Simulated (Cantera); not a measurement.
A closed system holds: 1 mol C2H4, 0.85 mol NH3, 0.014 mol O2, held at 75.0 Torr.

Equilibrium computed with Cantera from the NASA thermochemical tables; the gas is ideal and each condensed phase is pure. Candidate condensed phases: C, C6H6, C7H8, C8H18, H2O; 136 gas species. Rates play no part.

x: gas mole fraction; n: condensed amount in mol.

```csv
T (°C),x H2,x CH4,x N2,x H2O,x CO,x NH3,x CO2,n C(graphite)
327,0.244,0.564,0.180,0.0117,…,0.000213,3.20e-5,0.666
377,0.403,0.423,0.163,0.0106,…,0.000194,4.21e-5,0.900
427,0.569,0.275,0.146,0.00916,…,0.000154,5.70e-5,1.20
477,0.701,0.157,0.133,0.00743,…,0.000109,7.56e-5,1.49
527,0.785,0.0828,0.124,0.00519,…,7.32e-5,7.88e-5,1.71
577,0.830,0.0429,0.119,0.00286,…,4.85e-5,5.15e-5,1.83
627,0.853,0.0227,0.117,0.00131,…,3.26e-5,2.24e-5,1.89
677,0.864,0.0125,0.115,0.000567,0.00703,2.25e-5,8.26e-6,1.93
727,0.870,0.00723,0.115,0.000251,0.00731,1.60e-5,3.03e-6,1.95
777,0.874,0.00437,0.115,0.000118,0.00742,1.17e-5,1.18e-6,1.96
827,0.875,0.00275,0.114,5.85e-5,0.00747,8.80e-6,4.93e-7,1.96
877,0.876,0.00180,0.114,3.08e-5,0.00749,6.76e-6,2.22e-7,1.97
927,0.877,0.00122,0.114,1.71e-5,0.00750,5.30e-6,1.06e-7,1.97
```

Q: Complete the blanks.

A: 
- 327, x CO: 2.36e-5
- 377, x CO: 0.000103
- 427, x CO: 0.000376
- 477, x CO: 0.00117
- 527, x CO: 0.00283
- 577, x CO: 0.00489
- 627, x CO: 0.00634
